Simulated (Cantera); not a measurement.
A perfectly stirred reactor is fed with 14.5 % H2, 85.5 % O2, equivalence ratio 0.085, at 1200 Pa; it is held at 950 K, and followed from long to short residence time.

Computed with Cantera and the H2/O2 subset of GRI-Mech 3.0, which has no nitrogen chemistry. Radical loss at walls, strong at low pressure, is not modelled. The temperature is held fixed by assumption; the heat of reaction is taken as removed at once.

One state of this run: x H2 = 0.00637; x O2 = 0.837; x H2O = 0.146; x H = 0.00346; x H2O2 = 3.75e-7; x O = 0.00492. x: mole fraction; the columns are a selection and need not sum to one.

### Question
Which value of τ (s) does it belong to?
(A) 0.014
(B) 0.20
(C) 0.081
(D) 0.49

### Answer
C, 0.081
